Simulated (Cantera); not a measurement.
## Aluminium nitride and oxide growth: Al(CH₃)₃ + N₂

A closed system holds: 1 mol Al(CH₃)₃, a varied amount of N₂, at 700 K and 0.315 Torr.

Method: chemical equilibrium by Gibbs-energy minimisation in Cantera with the NASA 1993 tables (ideal gas, pure condensed phases). Candidate condensed phases: Al, AlN, C, C₆H₆, C₇H₈, C₈H₁₈; 97 gas species. The feed counts by its element totals alone. Kinetics and transport are ignored.

```json
[
 {"n(N₂) (mol)": "2.5", "x N₂": "0.308", "x H₂": "0.690", "x CH₄": "0.00170", "x NH₃": "1.25e-6", "x HCN": "2.43e-9", "n AlN(s)": "1.00", "n C(graphite)": "2.99"},
 {"n(N₂) (mol)": "4.4", "x N₂": "0.465", "x H₂": "0.534", "x CH₄": "0.00102", "x NH₃": "1.05e-6", "x HCN": "2.63e-9", "n AlN(s)": "1.00", "n C(graphite)": "2.99"},
 {"n(N₂) (mol)": "7.9", "x N₂": "0.622", "x H₂": "0.377", "x CH₄": "0.000509", "x NH₃": "7.19e-7", "x HCN": "2.56e-9", "n AlN(s)": "1.00", "n C(graphite)": "2.99"},
 {"n(N₂) (mol)": "14", "x N₂": "0.750", "x H₂": "0.250", "x CH₄": "0.000223", "x NH₃": "4.25e-7", "x HCN": "2.28e-9", "n AlN(s)": "1.00", "n C(graphite)": "3.00"},
 {"n(N₂) (mol)": "25", "x N₂": "0.845", "x H₂": "0.155", "x CH₄": "8.58e-5", "x NH₃": "2.21e-7", "x HCN": "1.91e-9", "n AlN(s)": "1.00", "n C(graphite)": "3.00"},
 {"n(N₂) (mol)": "44", "x N₂": "0.906", "x H₂": "0.0937", "x CH₄": "3.14e-5", "x NH₃": "1.07e-7", "x HCN": "1.54e-9", "n AlN(s)": "1.00", "n C(graphite)": "3.00"},
 {"n(N₂) (mol)": "79", "x N₂": "0.946", "x H₂": "0.0542", "x CH₄": "1.05e-5", "x NH₃": "4.83e-8", "x HCN": "1.20e-9", "n AlN(s)": "1.00", "n C(graphite)": "3.00"}
]
```
x: gas mole fraction; n: condensed amount in mol.

From 2.5 mol N₂ to 79 mol N₂ the condensed part is AlN(s) + C(graphite).
